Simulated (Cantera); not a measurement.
An isothermal, constant-pressure homogeneous reactor starts with H₂ : O₂ : H₂O = 0.048 : 1 : 0.029 (molar parts), equivalence ratio 0.024, at 1425 K and 1000 Pa.

Model: GRI-Mech 3.0 (53 species, 325 reactions), integrated in Cantera. Radical loss at walls, strong at low pressure, is not modelled. The temperature is held fixed by assumption; the heat of reaction is taken as removed at once.

x: mole fraction; the columns are a selection and need not sum to one.

```tsv
t (s)	x H₂	x O₂	x O	x H	x HO₂
0.000200	0.0446	0.929	3.52e-7	?	2.06e-7
0.000549	0.0445	0.928	9.33e-6	?	5.68e-7
0.00151	0.0189	0.908	0.0144	?	1.69e-6
0.00413	0.00107	0.891	0.0310	?	1.61e-6
0.0113	0.00101	0.893	0.0293	?	1.59e-6
0.0311	0.000877	0.898	0.0251	?	1.51e-6
0.0854	0.000608	0.907	0.0170	?	1.31e-6
0.234	0.000270	0.918	0.00738	?	8.89e-7
0.643	6.98e-5	0.924	0.00188	?	3.87e-7
1.76	1.36e-5	0.926	0.000363	?	1.24e-7
4.84	2.77e-6	0.927	7.40e-5	?	6.45e-8
13.3	7.84e-7	0.927	2.09e-5	?	7.77e-8
36.4	5.09e-7	0.927	1.36e-5	4.95e-8	9.05e-8
100	5.03e-7	0.927	1.34e-5	4.87e-8	9.09e-8
```

Question: Fill in the missing entries.

Answer: 
- 0.000200, x H: 1.50e-7
- 0.000549, x H: 3.42e-6
- 0.00151, x H: 0.00464
- 0.00413, x H: 0.00527
- 0.0113, x H: 0.00484
- 0.0311, x H: 0.00384
- 0.0854, x H: 0.00216
- 0.234, x H: 0.000621
- 0.643, x H: 8.01e-5
- 1.76, x H: 6.83e-6
- 4.84, x H: 6.28e-7
- 13.3, x H: 9.47e-8
